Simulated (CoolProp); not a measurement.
A single-stage vapour-compression cycle with isohexane: evaporating at 313.15 K (dew point), condensing at 359.15 K (bubble point), superheat 2 K, subcooling 0 K, compressor efficiency 0.9, no pressure losses. Each further row changes one setting.

Values from CoolProp's reference Helmholtz-energy equation of state, Lemmon 2006. It is a short technical equation, of lower accuracy than the large ones.

| case | cooling COP | pressure ratio | discharge temperature (K) | refrigerating effect (kJ/kg) | volumetric capacity (kJ/m³) |
|---|---|---|---|---|---|
| as stated | 4.83 | 4.25 | 359.1 | 229 | 393 |
| evaporating temperature 318.15 K | ? | 3.54 | 359.1 | 237 | ? |
| condensing temperature 354.15 K | 5.62 | 3.70 | 354.2 | 242 | 415 |
| subcooling 5 K | ? | 4.25 | 359.1 | 242 | 415 |
| superheat 12 K | 4.96 | 4.25 | 359.1 | ? | 410 |
| compressor efficiency 0.8 | 4.30 | 4.25 | 359.1 | 229 | 393 |

Q: Fill in the missing entries.

A: 
- evaporating temperature 318.15 K, cooling COP: 5.67
- evaporating temperature 318.15 K, volumetric capacity (kJ/m³): 483
- subcooling 5 K, cooling COP: 5.10
- superheat 12 K, refrigerating effect (kJ/kg): 247

The compression ends wet for: as stated; evaporating temperature 318.15 K; condensing temperature 354.15 K; subcooling 5 K; superheat 12 K; compressor efficiency 0.8.
